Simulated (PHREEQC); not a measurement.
**Buffer (model solution)**

Dissolve 0.0084 mol/kgw NH4Cl and 6.3e-05 mol/kgw Na2HPO4 at 25 °C. Closed to the air; pH follows from the charge balance.

The numbers come from PHREEQC with the ion-association model, wateq4f.dat.

Each row changes one thing in this solution. No solid was allowed to form.

```json
[
 {"case": "as made", "pH": "6.93", "ionic strength (mol/kgw)": "0.00851", "NH3 (mol/kgw)": "3.70e-5", "H2PO4- (mol/kgw)": "3.70e-5", "HPO4-2 (mol/kgw)": "2.60e-5", "H3PO4 (mol/kgw)": "5.79e-10"},
 {"case": "temperature from 25 to 50 °C", "pH": "6.38", "ionic strength (mol/kgw)": "0.00849", "NH3 (mol/kgw)": "5.17e-5", "H2PO4- (mol/kgw)": "5.14e-5", "HPO4-2 (mol/kgw)": "1.16e-5", "H3PO4 (mol/kgw)": "3.80e-9"},
 {"case": "NH4Cl from 0.0084 to 0.00756 mol/kgw", "pH": "6.96", "ionic strength (mol/kgw)": "0.00768", "NH3 (mol/kgw)": "3.60e-5", "H2PO4- (mol/kgw)": "3.60e-5", "HPO4-2 (mol/kgw)": "2.70e-5", "H3PO4 (mol/kgw)": "5.26e-10"},
 {"case": "temperature from 25 to 40 °C", "pH": "6.60", "ionic strength (mol/kgw)": "0.00850", "NH3 (mol/kgw)": "4.66e-5", "H2PO4- (mol/kgw)": "4.65e-5", "HPO4-2 (mol/kgw)": "1.65e-5", "H3PO4 (mol/kgw)": "1.86e-9"},
 {"case": "Na2HPO4 from 6.3e-05 to 0.000126 mol/kgw", "pH": "7.14", "ionic strength (mol/kgw)": "0.00866", "NH3 (mol/kgw)": "5.91e-5", "H2PO4- (mol/kgw)": "5.91e-5", "HPO4-2 (mol/kgw)": "6.68e-5", "H3PO4 (mol/kgw)": "5.78e-10"},
 {"case": "NH4Cl replaced by (NH4)2HPO4 at the same molality", "pH": "8.00", "ionic strength (mol/kgw)": "0.0238", "NH3 (mol/kgw)": "0.000791", "H2PO4- (mol/kgw)": "0.000793", "HPO4-2 (mol/kgw)": "0.00767", "H3PO4 (mol/kgw)": "1.00e-9"},
 {"case": "NH4Cl from 0.0084 to 0.0042 mol/kgw", "pH": "7.14", "ionic strength (mol/kgw)": "0.00433", "NH3 (mol/kgw)": "3.05e-5", "H2PO4- (mol/kgw)": "3.06e-5", "HPO4-2 (mol/kgw)": "3.24e-5", "H3PO4 (mol/kgw)": "3.04e-10"},
 {"case": "Na2HPO4 replaced by KH2PO4 at the same molality", "pH": "5.53", "ionic strength (mol/kgw)": "0.00847", "NH3 (mol/kgw)": "1.48e-6", "H2PO4- (mol/kgw)": "6.12e-5", "HPO4-2 (mol/kgw)": "1.72e-6", "H3PO4 (mol/kgw)": "2.40e-8"},
 {"case": "NH4Cl from 0.0084 to 0.042 mol/kgw", "pH": "6.40", "ionic strength (mol/kgw)": "0.0421", "NH3 (mol/kgw)": "5.01e-5", "H2PO4- (mol/kgw)": "4.96e-5", "HPO4-2 (mol/kgw)": "1.34e-5", "H3PO4 (mol/kgw)": "2.41e-9"}
]
```

Species that the database lacks are ignored. H3PO4, which wateq4f.dat lacks, is added to it with the constant of phreeqc.dat. Constants without temperature data keep their 25 °C values here.
